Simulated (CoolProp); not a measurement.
C3F8 (R218) at 316.21 K and 0.0944 MPa flows at 0.29 m/s in a round tube of 50 mm bore and 45 µm roughness, fully developed (64/Re and Nu = 3.66 if laminar; Colebrook and Gnielinski if turbulent). Each further row changes one setting.

Model: reference Helmholtz-energy equation of state, Lemmon 2006, in CoolProp. It is a short technical equation, of lower accuracy than the large ones.

```csv
case,Reynolds number,Darcy friction factor,pressure drop (Pa/m),heat-transfer coefficient (W/(m² K)),mass flow (kg/h)
as stated,7550,0.0345,?,?,?
velocity 0.58 m/s,15100,0.0294,?,12.7,?
diameter 100 mm,15100,0.0286,0.0825,6.18,56.3
```

Task: Fill in the missing entries.

Result: 
- as stated, pressure drop (Pa/m): 0.199
- as stated, heat-transfer coefficient (W/(m² K)): 7.01
- as stated, mass flow (kg/h): 14.1
- velocity 0.58 m/s, pressure drop (Pa/m): 0.678
- velocity 0.58 m/s, mass flow (kg/h): 28.1

Viscosity comes from a separate model (Huber 2003), an estimate that may be off by 10 % or more. Thermal conductivity comes from a separate model (Huber 2003), an estimate that may be off by 10 % or more.
